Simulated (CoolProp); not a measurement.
A closed Brayton cycle with dry air: compressor inlet 312.15 K and 2.6 MPa, high pressure 5.82 MPa, turbine inlet 865 K, compressor efficiency 0.8, turbine efficiency 0.85, recuperator effectiveness 0.9 (on enthalpy, no pinch check). Each further row changes one setting.

Values from CoolProp's reference Helmholtz-energy equation of state, Lemmon 2000. It is a pseudo-pure fit of the blend.

```
case                           thermal efficiency (%)  net work (kJ/kg)  compressor to turbine work  compressor exit (K)  turbine exit (K)
-----------------------------  ----------------------  ----------------  --------------------------  -------------------  ----------------
as stated                                        28.0              53.5                        0.66                413.4             725.1
turbine inlet 815 K                              25.0              44.4                  (withheld)                413.4        (withheld)
compressor inlet 322.15 K                        26.4              50.1                  (withheld)                426.5             725.1
high pressure 4.95 MPa                           28.3              47.3                        0.63                391.2        (withheld)
recuperator effectiveness 0.5                    16.6              53.5                        0.66                413.4             725.1
```

Task: Some entries are withheld; supply them.

Result: 
- turbine inlet 815 K, compressor to turbine work: 0.70
- turbine inlet 815 K, turbine exit (K): 681.9
- compressor inlet 322.15 K, compressor to turbine work: 0.68
- high pressure 4.95 MPa, turbine exit (K): 751.2
